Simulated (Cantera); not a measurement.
Input: 1 mol SiCl₄, 0.69 mol HCl, 130 mol N₂, held at 1050 °C and 21.0 Torr.

Cantera equilibrium calculation (NASA polynomials, part measured and part estimated; ideal gas, pure solids and liquids). Candidate condensed phases: NH₄Cl, Si, Si₃N₄; 28 gas species. The tables' values for SiCl₃ are old estimates; treat these amounts as uncertain. Equilibrium is a limit: real reactors are often held back by kinetics, nucleation or transport.

Q: What is the equilibrium state?

A: 
```
Item                                  Value
--------------------------------  ---------
x(N₂)                                 0.987
x(SiCl₄)                            0.00751
x(HCl)                              0.00524
x(Cl)                               8.88e-5
x(SiCl₃)                            8.08e-5
x(SiCl₂)                            4.75e-6
gas amount                        131.7 mol
log10 activity of Si(s) (absent)      -7.85
```
